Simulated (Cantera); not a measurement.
An isothermal, constant-pressure homogeneous reactor starts with NO : N2 = 1 : 2 (molar parts), at 1950 K and 0.132 atm.

Cantera simulation using GRI-Mech 3.0 (53 species, 325 reactions); the numbers are that mechanism's predictions, not measurements.

x: mole fraction; the columns are a selection and need not sum to one.

```tsv
t (s)	x NO	x N2	x O2	x N2O	x NO2	x O
8.00e-5	0.333	0.667	1.98e-9	9.40e-7	2.00e-8	(withheld)
0.000256	0.333	0.667	2.02e-8	2.95e-6	1.86e-7	(withheld)
0.000821	0.333	0.667	2.11e-7	8.86e-6	1.47e-6	(withheld)
0.00263	0.333	0.667	2.70e-6	2.32e-5	8.25e-6	(withheld)
0.00843	0.333	0.667	4.40e-5	4.26e-5	2.60e-5	(withheld)
0.0270	0.332	0.667	0.000337	4.77e-5	3.33e-5	0.000104
0.0865	0.330	0.668	0.00135	4.70e-5	3.62e-5	0.000111
0.277	0.324	0.671	0.00464	4.46e-5	4.40e-5	(withheld)
0.888	0.302	0.682	0.0156	3.77e-5	6.09e-5	(withheld)
2.85	0.234	0.716	0.0493	2.16e-5	7.86e-5	(withheld)
9.12	0.0976	0.784	0.118	3.60e-6	5.00e-5	(withheld)
29.2	0.0145	0.826	0.159	1.88e-7	8.65e-6	0.000497
93.6	0.00611	0.830	0.163	1.28e-7	3.69e-6	0.000503
300	0.00605	0.830	0.163	1.28e-7	3.65e-6	0.000503
```

Q: Complete the blanks.

A: 
- 8.00e-5, x O: 9.38e-7
- 0.000256, x O: 2.94e-6
- 0.000821, x O: 9.12e-6
- 0.00263, x O: 2.95e-5
- 0.00843, x O: 8.12e-5
- 0.277, x O: 0.000132
- 0.888, x O: 0.000186
- 2.85, x O: 0.000292
- 9.12, x O: 0.000431
